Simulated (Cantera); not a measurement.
A perfectly stirred reactor is fed with 77.5 % N₂O, 22.5 % O₂, at 750 Torr; it is held at 1275 K, and followed from long to short residence time.

Cantera simulation using GRI-Mech 3.0 (53 species, 325 reactions); the numbers are that mechanism's predictions, not measurements. GRI-Mech 3.0 was tuned for natural gas; its chemistry of N2O as a main component is partial and can be far from experiment. The mechanism lacks the step 2 NO + O2 → 2 NO2, which can matter for NO2 below about 1400 K. The temperature is held fixed by assumption; the heat of reaction is taken as removed at once.

Q: Predict: x(N₂O) at τ = 0.330 s; x(O₂) at τ = 0.330 s; x(NO₂) at τ = 0.330 s; x(N₂) at τ = 0.330 s; x(NO) at τ = 0.330 s; x(N₂O) at τ = 33.0 ms; x(O₂) at τ = 33.0 ms; x(NO₂) at τ = 33.0 ms; x(N₂) at τ = 33.0 ms; x(NO) at τ = 33.0 ms.

A: 
```
Item                      Value
---------------------  --------
x(N₂O) at τ = 0.330 s     0.407
x(O₂) at τ = 0.330 s      0.312
x(NO₂) at τ = 0.330 s  0.000307
x(N₂) at τ = 0.330 s      0.249
x(NO) at τ = 0.330 s     0.0316
x(N₂O) at τ = 33.0 ms     0.705
x(O₂) at τ = 33.0 ms      0.241
x(NO₂) at τ = 33.0 ms   5.80e-5
x(N₂) at τ = 33.0 ms     0.0474
x(NO) at τ = 33.0 ms    0.00679
```
